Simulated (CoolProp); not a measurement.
Model: reference Helmholtz-energy equation of state, Thol 2017, in CoolProp.

Question: For octamethyltrisiloxane (MDM), give the phase and the Z, speed of sound (m/s), Joule-Thomson coefficient (K/MPa), isothermal compressibility (1/MPa) at 380.3 K and 31.2 bar; 519.4 K and 31.2 bar; 575 K and 31.2 bar.

Answer: 
- 380.3 K and 31.2 bar: liquid; Z 0.317, speed of sound 683, Joule-Thomson coefficient -0.315, isothermal compressibility 0.00343
- 519.4 K and 31.2 bar: liquid; Z 0.302, speed of sound 314, Joule-Thomson coefficient 0.324, isothermal compressibility 0.0209
- 575 K and 31.2 bar: supercritical; Z 0.335, speed of sound 186, Joule-Thomson coefficient 1.64, isothermal compressibility 0.0757
